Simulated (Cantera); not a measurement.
Mixture: 21.9 % CH₃OH, 16.4 % O₂, 61.7 % N₂, at 2200000 Pa, adiabatic and at constant pressure. Ignition delay is the time to a rise of 400 K.

Cantera simulation using GRI-Mech 3.0 (53 species, 325 reactions); the numbers are that mechanism's predictions, not measurements. GRI-Mech 3.0 was tuned for natural gas; its chemistry of methanol as a main component is partial and can be far from experiment. The pressure lies above the range GRI-Mech 3.0 was tuned for (to about 10 atm).

Problem. Predict: delay at 1175 K; delay at 1375 K; delay at 1575 K; delay at 1775 K; delay at 1975 K; apparent activation energy between 1775 and 1975 K.

Solution. 
| Item | Result |
|---|---|
| delay at 1175 K | 1.14 ms |
| delay at 1375 K | 56.7 µs |
| delay at 1575 K | 6.81 µs |
| delay at 1775 K | 1.51 µs |
| delay at 1975 K | 0.494 µs |
| apparent activation energy between 1775 and 1975 K | 160 kJ/mol |
